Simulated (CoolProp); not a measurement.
Vapour-liquid equilibrium of n-hexane (1) + m-xylene (2) at 0.00531 MPa; x and y are mole fractions of (1).

The numbers come from the multi-fluid Helmholtz-energy mixture model, Thol 2019 and Zhou 2012; pair parameters Bell 2016 in CoolProp.

| x | bubble temperature (K) | y at the bubble point | dew temperature at overall composition x (K) | liquid density (mol/L) |
|---|---|---|---|---|
| 0.05 | 317.1 | 0.445 | 327.3 | 7.923 |
| 0.2 | 295.9 | 0.854 | 324.0 | 8.036 |
| 0.35 | 285.1 | 0.939 | 320.0 | 8.060 |
| 0.5 | 279.3 | 0.967 | 315.3 | 8.039 |
| 0.65 | 276.0 | 0.979 | 309.1 | 7.996 |
| 0.8 | 273.7 | 0.987 | 300.4 | 7.944 |
| 0.95 | 271.6 | 0.996 | 283.1 | 7.895 |

No azeotrope shows between x = 0.05 and 0.95.

Pair parameters are fitted to limited data, so mixtures are less certain than the pure fluids.
